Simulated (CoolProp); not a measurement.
Vapour-liquid equilibrium of R143a (1) + R236FA (2) at 273.8 K; x and y are mole fractions of (1).

The numbers come from the multi-fluid Helmholtz-energy mixture model, Lemmon and Jacobsen 2000 and Pan 2012; pair parameters Bell 2016 in CoolProp.

| x | bubble pressure, mixture model (MPa) | bubble pressure, Raoult's law (MPa) | y, mixture model | y, Raoult's law |
|---|---|---|---|---|
| 0.05 | 0.1317 | 0.1367 | 0.193 | 0.231 |
| 0.15 | 0.1756 | 0.1889 | 0.448 | 0.502 |
| 0.25 | 0.2220 | 0.2411 | 0.607 | 0.656 |
| 0.35 | 0.2706 | 0.2932 | ? | 0.755 |
| 0.45 | 0.3214 | 0.3454 | ? | 0.824 |
| 0.55 | 0.3741 | 0.3976 | 0.852 | 0.875 |
| 0.65 | ? | 0.4497 | 0.898 | 0.914 |
| 0.75 | ? | 0.5019 | 0.934 | 0.945 |
| 0.85 | 0.5427 | 0.5541 | ? | 0.970 |
| 0.95 | 0.6020 | 0.6062 | 0.989 | 0.991 |

Question: Fill in the missing entries.

Answer: 
- 0.35, y, mixture model: 0.716
- 0.45, y, mixture model: 0.794
- 0.65, bubble pressure, mixture model (MPa): 0.4287
- 0.75, bubble pressure, mixture model (MPa): 0.4849
- 0.85, y, mixture model: 0.964

The largest gap from Raoult's law is -7.9 % in bubble pressure, at x = 0.25. No azeotrope shows between x = 0.05 and 0.95.

Pair parameters are fitted to limited data, so mixtures are less certain than the pure fluids.
